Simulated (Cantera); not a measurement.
An isothermal, constant-pressure homogeneous reactor starts with 69.4 % CH₄, 30.6 % H₂O, at 1575 K and 9.87 atm.

Computed with Cantera and GRI-Mech 3.0 (53 species, 325 reactions). GRI-Mech 3.0 stops at C3 and has no aromatics, soot or wall deposition, so with more carbon than oxygen in the feed, carbon stays in small species such as C2H2 where larger ones or solid carbon would form.

Question: Predict: x(CH₄) at 5.00 s; x(H₂O) at 5.00 s; x(CH₂CO) at 5.00 s; x(CO₂) at 5.00 s; x(CO) at 5.00 s; x(H) at 5.00 s.

Answer: 
* **x(CH₄) at 5.00 s**: 0.228 (gas-phase equilibrium 0.193)
* **x(H₂O) at 5.00 s**: 0.0464 (gas-phase equilibrium 3.81e-5)
* **x(CH₂CO) at 5.00 s**: 2.99e-6 (gas-phase equilibrium 1.96e-6)
* **x(CO₂) at 5.00 s**: 0.00424 (gas-phase equilibrium 4.00e-6)
* **x(CO) at 5.00 s**: 0.143 (gas-phase equilibrium 0.184)
* **x(H) at 5.00 s**: 9.73e-6 (gas-phase equilibrium 1.03e-5)
